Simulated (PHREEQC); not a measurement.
Dissolve 0.17 mol/kgw H3PO4, 7.5e-05 mol/kgw NaF and 0.0024 mol/kgw NaCl at 85 °C. Closed to the air; pH follows from the charge balance.

Model: ion-association model, wateq4f.dat, run in PHREEQC.

pH: 1.63
ionic strength: 0.0297 mol/kgw
total alkalinity: -170 meq/kg

```
species  molality  activity   log γ
-------  --------  --------  ------
H3PO4       0.143     0.144   0.003
H2PO4-     0.0273    0.0230  -0.076
H+         0.0272    0.0234  -0.065
Na+       0.00248   0.00207  -0.079
Cl-       0.00240   0.00199  -0.082
HF        7.42e-5   7.47e-5   0.003
F-        7.81e-7   6.45e-7  -0.083
HPO4-2    1.64e-7   8.04e-8  -0.308
H2F2      1.33e-9   1.34e-9   0.003
```

This is a speciation only: nothing precipitates in the calculation. H3PO4, which wateq4f.dat lacks, is added to it with the constant of phreeqc.dat. Constants without temperature data keep their 25 °C values here.
